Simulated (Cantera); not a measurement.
Input: 1 mol SiO2, 2.5 mol H2, 3 mol H2O, at 4.00 bar.

Method: chemical equilibrium by Gibbs-energy minimisation in Cantera with the NASA 1993 tables (ideal gas, pure condensed phases). Candidate condensed phases: H2O, Si, SiO2; 18 gas species. The tables hold silica as quartz up to 1696 K and as liquid above; real silica turns to tridymite and cristobalite and melts near 1996 K. Gases not in the tables: Si(OH)4. The numbers say what is thermodynamically allowed, not how fast it happens.

At 1452 °C, list the 3 most abundant gas species with their mole fractions, and the condensed phases.

H2O 0.545, H2 0.455, H 6.26e-5. Condensed: SiO2(condensed).
